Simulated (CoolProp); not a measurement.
A simple Rankine cycle with toluene: condensing at 298.15 K, boiler at 0.0473 MPa, turbine inlet 508.9 K, turbine efficiency 0.7, pump efficiency 0.6, no recuperator. Each further row changes one setting.

Model: reference Helmholtz-energy equation of state, Lemmon 2006, in CoolProp. It is a short technical equation, of lower accuracy than the large ones.

```json
[
 {"case": "as stated", "thermal efficiency (%)": "10.4", "net work (kJ/kg)": "75.8", "heat in (kJ/kg)": "732", "turbine exit temperature (K)": "466.5", "volume ratio over the turbine": "11.5"},
 {"case": "turbine inlet 528.9 K", "thermal efficiency (%)": "10.3", "net work (kJ/kg)": "79.0", "heat in (kJ/kg)": "771", "turbine exit temperature (K)": "486.2", "volume ratio over the turbine": "11.5"},
 {"case": "condensing temperature 290.15 K", "thermal efficiency (%)": "11.8", "net work (kJ/kg)": "87.8", "heat in (kJ/kg)": "746", "turbine exit temperature (K)": "459.6", "volume ratio over the turbine": "17.3"},
 {"case": "boiler pressure 0.0331 MPa", "thermal efficiency (%)": "9.0", "net work (kJ/kg)": "65.8", "heat in (kJ/kg)": "733", "turbine exit temperature (K)": "472.4", "volume ratio over the turbine": "8.12"},
 {"case": "turbine efficiency 0.6", "thermal efficiency (%)": "8.9", "net work (kJ/kg)": "65.0", "heat in (kJ/kg)": "732", "turbine exit temperature (K)": "472.7", "volume ratio over the turbine": "11.6"}
]
```
